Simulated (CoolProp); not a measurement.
Vapour-liquid equilibrium of ethanol (1) + dimethyl carbonate (2) at 0.0115 MPa; x and y are mole fractions of (1).

Model: multi-fluid Helmholtz-energy mixture model, Schroeder 2014 and Zhou 2011; pair parameters Bell 2016, in CoolProp.

Q: Give the bubble temperature and the first vapour's composition at x = 0.05, 0.2, 0.65. Is there an azeotrope?

A: x = 0.05: 304.6 K, y = 0.168; x = 0.2: 300.6 K, y = 0.397; x = 0.65: 299.0 K, y = 0.574. y crosses x between x = 0.5 and 0.65: the model has an azeotrope there.

The pair parameters rest on a limited set of measurements; away from them the model extrapolates.
